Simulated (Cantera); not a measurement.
**BN + HF + N2 (nitride etching)**

Charge: 1 mol BN, a varied amount of HF, 69 mol N2, at 1352 °C and 4.60 mbar.

Equilibrium computed with Cantera from the NASA thermochemical tables; the gas is ideal and each condensed phase is pure. Candidate condensed phases: B, BN; 31 gas species. The tables' values for BF2 are old estimates; treat these amounts as uncertain. The numbers say what is thermodynamically allowed, not how fast it happens.

From 1.2 mol HF to 2.2 mol HF the condensed part is BN(s). From 4.1 mol HF to 44 mol HF nothing is condensed. The main B-bearing gas is BF3 throughout.

| n(HF) (mol) | x N2 | x HF | x H2 | x BF3 | x BF2 | x BF | x H | x BHF2 | n BN(s) |
|---|---|---|---|---|---|---|---|---|---|
| 1.2 | 0.985 | 0.00166 | 0.00765 | 0.00438 | 0.000933 | 0.000356 | 9.10e-5 | 3.25e-5 | 0.600 |
| 2.2 | 0.973 | 0.00277 | 0.0140 | 0.00822 | 0.00142 | 0.000441 | 0.000123 | 6.71e-5 | 0.276 |
| 4.1 | 0.950 | 0.0156 | 0.0201 | 0.0131 | 0.000484 | 3.19e-5 | 0.000148 | 2.74e-5 | 0 |
| 7.4 | 0.910 | 0.0577 | 0.0195 | 0.0130 | 0.000127 | 2.23e-6 | 0.000145 | 7.08e-6 | 0 |
| 13 | 0.847 | 0.122 | 0.0182 | 0.0121 | 5.45e-5 | 4.37e-7 | 0.000140 | 2.93e-6 | 0 |
| 24 | 0.747 | 0.226 | 0.0160 | 0.0107 | 2.44e-5 | 9.95e-8 | 0.000132 | 1.23e-6 | 0 |
| 44 | 0.615 | 0.363 | 0.0132 | 0.00884 | 1.14e-5 | 2.61e-8 | 0.000120 | 5.21e-7 | 0 |
x: gas mole fraction; n: condensed amount in mol.
